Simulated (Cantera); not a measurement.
An isothermal, constant-pressure homogeneous reactor starts with CH₄ : H₂ : H = 0.04 : 1 : 0.02 (molar parts), at 1475 K and 100.0 Torr.

Cantera simulation using GRI-Mech 3.0 (53 species, 325 reactions); the numbers are that mechanism's predictions, not measurements. GRI-Mech 3.0 stops at C3 and has no aromatics, soot or wall deposition, so with more carbon than oxygen in the feed, carbon stays in small species such as C2H2 where larger ones or solid carbon would form.

x: mole fraction; the columns are a selection and need not sum to one.

| t (s) | x CH₄ | x H₂ | x H | x C₂H₂ | x CH₂ | x C₂H₆ |
|---|---|---|---|---|---|---|
| 3.00e-5 | 0.0321 | 0.956 | ___ | 2.89e-5 | 7.74e-6 | 0.000350 |
| 6.63e-5 | 0.0335 | 0.958 | ___ | 6.90e-5 | 4.38e-6 | 0.000322 |
| 0.000147 | 0.0348 | 0.960 | ___ | 0.000135 | 1.85e-6 | 0.000210 |
| 0.000324 | 0.0356 | 0.962 | ___ | 0.000221 | 6.05e-7 | 0.000115 |
| 0.000717 | 0.0359 | 0.962 | ___ | 0.000317 | 1.63e-7 | 5.83e-5 |
| 0.00158 | 0.0360 | 0.963 | ___ | 0.000413 | 3.95e-8 | 2.81e-5 |
| 0.00350 | 0.0360 | 0.963 | ___ | 0.000506 | 9.35e-9 | 1.27e-5 |
| 0.00775 | 0.0360 | 0.963 | ___ | 0.000593 | 2.45e-9 | 5.47e-6 |
| 0.0171 | 0.0360 | 0.963 | ___ | 0.000683 | 9.12e-10 | 2.55e-6 |
| 0.0379 | 0.0360 | 0.963 | 3.18e-5 | 0.000786 | 6.29e-10 | 1.78e-6 |
| 0.0837 | 0.0360 | 0.963 | 3.13e-5 | 0.000900 | 6.08e-10 | 1.66e-6 |
| 0.185 | 0.0358 | 0.963 | 3.13e-5 | 0.000995 | 6.06e-10 | 1.62e-6 |
| 0.409 | 0.0356 | 0.963 | 3.13e-5 | 0.00111 | 6.03e-10 | 1.60e-6 |
| 0.905 | 0.0351 | 0.963 | 3.14e-5 | 0.00136 | 5.96e-10 | 1.56e-6 |
| 2.00 | 0.0339 | 0.964 | 3.16e-5 | 0.00188 | 5.82e-10 | 1.49e-6 |

Question: What belongs in the gaps?

Answer: 
- 3.00e-5, x H: 0.00706
- 6.63e-5, x H: 0.00439
- 0.000147, x H: 0.00238
- 0.000324, x H: 0.00118
- 0.000717, x H: 0.000561
- 0.00158, x H: 0.000263
- 0.00350, x H: 0.000125
- 0.00775, x H: 6.31e-5
- 0.0171, x H: 3.83e-5
